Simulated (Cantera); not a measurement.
Adiabatic ignition

An adiabatic, constant-pressure homogeneous reactor starts with 33.5 % H₂, 14.0 % O₂, 52.6 % N₂, equivalence ratio 1.2, at 1275 K and 2.20 bar.

Model: the H2/O2 subset of GRI-Mech 3.0, which has no nitrogen chemistry, integrated in Cantera. The hydrogen kinetics of GRI-Mech 3.0 are dated; newer H2 mechanisms differ, most at raised pressure.

```csv
t (s),T (K),x H₂,x O₂,x H,x HO₂,x H₂O
2.00e-6,1275,0.335,0.140,1.32e-7,7.74e-8,1.17e-7
7.27e-6,1275,0.335,0.140,2.52e-5,6.67e-6,3.48e-5
2.64e-5,2459,0.0855,0.0126,0.0499,8.75e-6,0.241
9.59e-5,2861,0.0775,0.00525,0.0206,4.24e-6,0.279
0.000348,2873,0.0770,0.00501,0.0198,4.12e-6,0.280
0.00126,2873,0.0770,0.00501,0.0198,4.12e-6,0.280
0.00459,2873,0.0770,0.00501,0.0198,4.12e-6,0.280
0.0167,2873,0.0770,0.00501,0.0198,4.12e-6,0.280
0.0606,2873,0.0770,0.00501,0.0198,4.12e-6,0.280
0.220,2873,0.0770,0.00501,0.0198,4.12e-6,0.280
0.800,2873,0.0770,0.00501,0.0198,4.12e-6,0.280
```
x: mole fraction; the columns are a selection and need not sum to one.

```json
{
  "time_of_steepest_temperature_rise": "15.2 µs",
  "temperature at 0.800 s": "2873 K",
  "equilibrium_temperature": "2873 K",
  "x(H₂) at 0.800 s": "0.0770 (gas-phase equilibrium 0.0770)",
  "x(O₂) at 0.800 s": "0.00501 (gas-phase equilibrium 0.00501)",
  "x(H) at 0.800 s": "0.0198 (gas-phase equilibrium 0.0198)"
}
```
